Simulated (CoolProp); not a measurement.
Vapour-liquid equilibrium of C3F8 (R218) (1) + c-C4F8 (RC318) (2) at -25.35 °C; x and y are mole fractions of (1).

Model: multi-fluid Helmholtz-energy mixture model, Lemmon 2006 and Platzer 1990; pair parameters Bell 2016, in CoolProp. This equation is an older, rougher fit; its heat capacities, sound speeds and derivatives of the liquid may be far off and weren't checked against measurements.

Give the bubble pressure and the first vapour's composition at x = 0.05, 0.25, 0.95. Is there an azeotrope?

x = 0.05: 0.4376 bar, y = 0.088; x = 0.25: 0.5678 bar, y = 0.470; x = 0.95: 1.577 bar, y = 0.991. No azeotrope shows between x = 0.05 and 0.95.

The pair parameters rest on a limited set of measurements; away from them the model extrapolates.
